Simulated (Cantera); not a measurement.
An isothermal plug-flow reactor at 475 K and 2250 Torr (inlet), inlet velocity 4.6 m/s, active area per volume 770 1/m; feed H₂ : O₂ : N₂ = 0.0021 : 0.097 : 0.79 (molar parts), equivalence ratio 0.011.

Detailed kinetics in Cantera: Deutschmann's 1995 Pt surface mechanism with GRI-Mech 3.0 gas chemistry. Catalytic surfaces can have several steady states; this one follows from the mechanism file's or the stated starting coverage. Mass transfer to the wall is taken as infinitely fast.

**Question.** What does this change do: pressure from 2250 Torr to 713 Torr?

**Answer.** 
```
quantity                  before     after
----------------------  --------  --------
x(H₂) at z = 0.0053 m    0.00138   0.00138
x(O₂) at z = 0.0053 m      0.109     0.109
x(H₂O) at z = 0.0053 m  0.000988  0.000988
θ(free Pt) at the exit    0.0179    0.0179
θ(O*) at the exit          0.966     0.973
θ(OH*) at the exit        0.0157   0.00884
```
